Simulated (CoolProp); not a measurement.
Values from CoolProp's reference Helmholtz-energy equation of state, Lemmon 2006. It is a short technical equation, of lower accuracy than the large ones.

For acetone, give the phase and the cp (kJ/(kg K)), cv (kJ/(kg K)), isothermal compressibility (1/MPa), expansivity (1/kK) at 19.85 °C and 2.36 MPa.


- 19.85 °C and 2.36 MPa: liquid; cp 2.13, cv 1.54, isothermal compressibility 0.00120, expansivity 1.38
